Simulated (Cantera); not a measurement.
An isothermal, constant-pressure homogeneous reactor starts with 26.3 % C₃H₈, 73.7 % H₂, at 1223 K and 0.310 bar.

Cantera simulation using GRI-Mech 3.0 (53 species, 325 reactions); the numbers are that mechanism's predictions, not measurements. GRI-Mech 3.0 was tuned for natural gas; its chemistry of propane as a main component is partial and can be far from experiment. GRI-Mech 3.0 stops at C3 and has no aromatics, soot or wall deposition, so with more carbon than oxygen in the feed, carbon stays in small species such as C2H2 where larger ones or solid carbon would form.

Q: Predict: x(C₃H₈) at 200 s; x(H₂) at 200 s; x(CH₄) at 200 s; x(CH₃) at 200 s; x(H) at 200 s.

A: 
```json
{
 "x(C₃H₈) at 200 s": "3.27e-6 (gas-phase equilibrium 2.16e-6)",
 "x(H₂) at 200 s": "0.430 (gas-phase equilibrium 0.395)",
 "x(CH₄) at 200 s": "0.468 (gas-phase equilibrium 0.520)",
 "x(CH₃) at 200 s": "9.72e-6 (gas-phase equilibrium 8.65e-6)",
 "x(H) at 200 s": "4.65e-7 (gas-phase equilibrium 3.42e-7)"
}
```
